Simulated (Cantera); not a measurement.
Charge: 1 mol Fe3O4, 2.3 mol C, 0.4 mol H2, 2.4 mol CH4, held at 0.100 bar.

These are equilibrium values from Cantera (NASA tables, ideal gas, pure condensed phases), not measurements of a reactor. Candidate condensed phases: C, C6H6, C7H8, C8H18, Fe, Fe(CO)5, FeO, Fe(OH)2, Fe(OH)3, Fe2O3, Fe3O4, H2O; 114 gas species. Iron dissolves carbon and melts from about 1420 K in contact with it, which pure phases cannot show. Condensed phases not in the tables: cementite and carbon dissolved in iron. Rates play no part.

Q: What share of the Fe ends up in condensed phases as a function of T (K), at 1223, 1373, 1523, 1673, 1823, 1973, 2123, 2273, 2423?

A: 
```json
[
 {"T (K)": "1223", "Fe condensed (%)": "100.0", "as": "Fe(γ)"},
 {"T (K)": "1373", "Fe condensed (%)": "100.0", "as": "Fe(γ)"},
 {"T (K)": "1523", "Fe condensed (%)": "100.0", "as": "Fe(γ)"},
 {"T (K)": "1673", "Fe condensed (%)": "100.0", "as": "Fe(δ)"},
 {"T (K)": "1823", "Fe condensed (%)": "99.9", "as": "Fe(l)"},
 {"T (K)": "1973", "Fe condensed (%)": "99.2", "as": "Fe(l)"},
 {"T (K)": "2123", "Fe condensed (%)": "95.8", "as": "Fe(l)"},
 {"T (K)": "2273", "Fe condensed (%)": "82.7", "as": "Fe(l)"},
 {"T (K)": "2423", "Fe condensed (%)": "33.3", "as": "Fe(l)"}
]
```
